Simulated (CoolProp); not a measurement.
Vapour-liquid equilibrium of hydrogen chloride (1) + ethane (2) at 274.7 K; x and y are mole fractions of (1).

Values from CoolProp's multi-fluid Helmholtz-energy mixture model, Thol 2018 and Bücker 2006; pair parameters Bell 2016.

```
x     bubble pressure, mixture model (kPa)  bubble pressure, Raoult's law (kPa)  y, mixture model  y, Raoult's law
----  ------------------------------------  -----------------------------------  ----------------  ---------------
0.05                                  2639                                 2488             0.084            0.054
0.2                                   3012                                 2521             0.271            0.214
0.35                                  3239                                 2554             0.407            0.369
0.5                                   3341                                 2587             0.519            0.521
0.65                                  3331                                 2619             0.623            0.669
0.8                                   3197                                 2652             0.739            0.813
0.95                                  2873                                 2685             0.912            0.954
```

The largest gap from Raoult's law is +29.1 % in bubble pressure, at x = 0.5. y crosses x between x = 0.5 and 0.65: the model has an azeotrope there.

Pair parameters are fitted to limited data, so mixtures are less certain than the pure fluids.
